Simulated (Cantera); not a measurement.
A perfectly stirred reactor is fed with 0.990 % H2, 99.0 % O2, equivalence ratio 0.0050, at 0.0263 atm; it is held at 925 K, and followed from long to short residence time.

Detailed kinetics in Cantera: the H2/O2 subset of GRI-Mech 3.0, which has no nitrogen chemistry. Radical loss at walls, strong at low pressure, is not modelled. Below about 950 K walls govern HO2 and H2O2 in real vessels.

Problem. Predict: x(H2) at τ = 1.00 s; x(O2) at τ = 1.00 s; x(H2O) at τ = 1.00 s; x(HO2) at τ = 1.00 s; x(H) at τ = 1.00 s; x(H2) at τ = 45.0 ms; x(O2) at τ = 45.0 ms; x(H2O) at τ = 45.0 ms; x(HO2) at τ = 45.0 ms; x(H) at τ = 45.0 ms.

Solution. 
| Quantity | Value |
|---|---|
| x(H2) at τ = 1.00 s | 0.000289 |
| x(O2) at τ = 1.00 s | 0.990 |
| x(H2O) at τ = 1.00 s | 0.00962 |
| x(HO2) at τ = 1.00 s | 2.13e-6 |
| x(H) at τ = 1.00 s | 8.00e-6 |
| x(H2) at τ = 45.0 ms | 0.00144 |
| x(O2) at τ = 45.0 ms | 0.989 |
| x(H2O) at τ = 45.0 ms | 0.00829 |
| x(HO2) at τ = 45.0 ms | 6.35e-6 |
| x(H) at τ = 45.0 ms | 0.000138 |
